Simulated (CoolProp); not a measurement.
Properties of nitrogen along the isotherm 134.8 K (Tc = 126.2 K, pc = 3396 kPa, ω = 0.037).

Computed with CoolProp (reference Helmholtz-energy equation of state, Span 2000).

```tsv
p (kPa)	phase	cv (kJ/(kg K))	speed of sound (m/s)	isothermal compressibility (1/MPa)	expansivity (1/kK)	conductivity (mW/(m K))	Prandtl number
5.37	gas	0.7423	236.6	186.3	7.428	12.6	0.755
8.67	gas	0.7424	236.6	115.4	7.434	12.6	0.755
14	gas	0.7426	236.5	71.51	7.444	12.6	0.756
22.6	gas	0.7428	236.5	44.33	7.459	12.6	0.757
36.6	gas	0.7432	236.3	27.40	7.485	12.6	0.758
59.1	gas	0.7439	236.1	17.00	7.526	12.6	0.759
95.5	gas	0.7449	235.8	10.55	7.594	12.6	0.762
154	gas	0.7467	235.2	6.576	7.705	12.7	0.767
249	gas	0.7495	234.3	4.100	7.892	12.8	0.775
403	gas	0.7544	232.9	2.568	8.211	12.9	0.787
650	gas	0.7625	230.5	1.629	8.775	13.2	0.809
1050	gas	0.7768	226.6	1.052	9.849	13.7	0.847
1700	gas	0.8040	220.0	0.7052	12.20	14.8	0.925
```

Viscosity comes from a separate model (Lemmon 2004). Thermal conductivity comes from a separate model (Lemmon 2004).
